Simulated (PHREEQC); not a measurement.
# Buffer: speciation

Make-up at 20 °C: 0.0085 mol NaHSO4, 0.051 mol NH3 and 0.00056 mol NaCl per kg of water. Closed to the air; pH follows from the charge balance.

Equilibrium calculation in PHREEQC: ion-association model, phreeqc.dat.

Each row changes one thing in this solution. No solid was allowed to form.

| case | pH | ionic strength (mol/kgw) | SO4-2 (mol/kgw) | NaSO4- (mol/kgw) | HSO4- (mol/kgw) | SI of Halite (NaCl) |
|---|---|---|---|---|---|---|
| as made | 10.19 | 0.0249 | 0.00786 | 0.000188 | 2.88e-11 | -7.00 |
| NH3 left out | 2.24 | 0.0216 | 0.00627 | 0.000155 | 0.00207 | -6.99 |
| NaCl from 0.00056 to 0.0028 mol/kgw | 10.19 | 0.0271 | 0.00783 | 0.000229 | 2.81e-11 | -6.21 |
| temperature from 20 to 15 °C | 10.35 | 0.0249 | 0.00786 | 0.000182 | 1.80e-11 | -6.99 |
| NaHSO4 from 0.0085 to 0.0425 mol/kgw | 8.91 | 0.112 | 0.0344 | 0.00245 | 1.74e-9 | -6.44 |
| NaHSO4 from 0.0085 to 0.00765 mol/kgw | 10.24 | 0.0226 | 0.00711 | 0.000158 | 2.37e-11 | -7.04 |
